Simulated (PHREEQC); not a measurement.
Consider water at 25 °C with 0.21 mol/kgw KCl. Closed to the air; pH follows from the charge balance.

Computed with PHREEQC (ion-association model, wateq4f.dat).

Precipitation was switched off in this run.

Question: Predict the activity of water.

Answer: activity of water 0.993.
